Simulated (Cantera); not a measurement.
Input (Python, Cantera) and output of one run.

```python
import numpy as np
import cantera as ct

gas_names = [...]  # 113 gases of nasa_gas.yaml made of C, H, O, Ti
cond_names = """
    C(gr) C6H6(L) C7H8(L) C8H18(L),n-octa H2O(s) H2O(L) Ti(a) Ti(b) Ti(L) TiC(s) TiC(L) TiO(a) TiO(b)
    TiO(L) TiO2(ru) TiO2(L) Ti2O3(a) Ti2O3(b) Ti2O3(L) Ti3O5(a) Ti3O5(b) Ti3O5(L) Ti4O7(s) Ti4O7(L)
""".split()


# ... load() reads the species with a 1 bar reference pressure and builds the phases ...
atoms = {
    'TiO2': {'Ti': 1, 'O': 2},
    'CH4': {'C': 1, 'H': 4},
    'CO': {'C': 1, 'O': 1},
    'C': {'C': 1},
}
top_T = {'C(gr)': 4500}  # K; cautious upper limits of use, not melting points


# ... equilibrate(T, P, feed) seeds the gas with the atoms and calls Mixture.equilibrate('TP', solver="vcs", rtol=1e-11, max_steps=5000) ...
results = []
feed = {'TiO2': 1, 'CH4': 1.2, 'CO': 0.87, 'C': 5.6}  # mol
P = 140  # Pa
for T in [1175, 1275, 1375, 1475, 1575, 1675, 1775, 1875, 1975, 2075, 2175, 2275, 2375, 2475]:
    mix = equilibrate(T, P, feed)
    results.append((T, P, feed, dict(zip(mix.species_names, mix.species_moles))))

top = {s: max(r[3][s] / sum(r[3][g] for g in gas_names) for r in results) for s in gas_names}
cols = sorted((s for s in top if top[s] > 1e-05), key=lambda s: -top[s])[:6]
seen = [c for c in cond_names if any(r[3].get(c, 0) > 1e-12 for r in results)]
print("log10 of partial pressures in bar; condensed amounts in mol")
print(f"{'T/K':>10s}" + "".join(f"{s[:9]:>10s}" for s in cols + seen))
for T, P, feed, n in results:
    ng = sum(n[g] for g in gas_names)
    print(f"{T:10.4g}" + "".join(f"{np.log10(max(n[s] / ng * P / 1e5, 1e-99)):10.3f}" for s in cols)
          + "".join(f"{n.get(c, 0):10.4g}" for c in seen))
```

It prints:

```
log10 of partial pressures in bar; condensed amounts in mol
       T/K        CO        H2         H C2H2,acet        Ti        C3     C(gr)    TiC(s)
      1175    -3.118    -3.195    -8.509   -10.391   -21.001   -25.755       3.8         1
      1275    -3.118    -3.195    -7.730    -9.611   -18.733   -22.847       3.8         1
      1375    -3.118    -3.196    -7.063    -8.946   -16.797   -20.367       3.8         1
      1475    -3.118    -3.196    -6.485    -8.372   -15.126   -18.228       3.8         1
      1575    -3.118    -3.196    -5.979    -7.872   -13.669   -16.364       3.8         1
      1675    -3.118    -3.197    -5.534    -7.433   -12.388   -14.727       3.8         1
      1775    -3.119    -3.199    -5.138    -7.046   -11.252   -13.278     3.799         1
      1875    -3.120    -3.204    -4.785    -6.703   -10.240   -11.986     3.798         1
      1975    -3.123    -3.213    -4.470    -6.400    -9.331   -10.828     3.797         1
      2075    -3.128    -3.229    -4.189    -6.136    -8.510    -9.785     3.794         1
      2175    -3.136    -3.257    -3.940    -5.909    -7.767    -8.839      3.79    0.9999
      2275    -3.148    -3.303    -3.723    -5.722    -7.090    -7.980     3.785    0.9997
      2375    -3.165    -3.373    -3.537    -5.580    -6.470    -7.194     3.777    0.9986
      2475    -3.187    -3.476    -3.386    -5.488    -5.902    -6.474     3.769    0.9945
```

Cantera equilibrium calculation (NASA polynomials, part measured and part estimated; ideal gas, pure solids and liquids). TiC: taken at fixed stoichiometry.
